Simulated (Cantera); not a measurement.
A freely propagating, adiabatic, planar premixed flame of CO : H2 : O2 : N2 = 1 : 0.037 : 0.656 : 1.64 (molar parts), equivalence ratio 0.79, unburnt at 500 K and 0.395 atm; mixture-averaged transport, grid criteria slope 0.08 and curve 0.16, no radiation.

Detailed kinetics in Cantera: GRI-Mech 3.0 (53 species, 325 reactions). Burning velocities carry a grid error of a few per cent, more on coarse grids.

Task: Predict: laminar burning velocity; thermal thickness; peak x(HO2); peak x(OH).

Result: 
| Item | Result |
|---|---|
| laminar burning velocity | 96.4 cm/s |
| thermal thickness | 2.64 mm |
| peak x(HO2) | 0.000161 |
| peak x(OH) | 0.00475 |
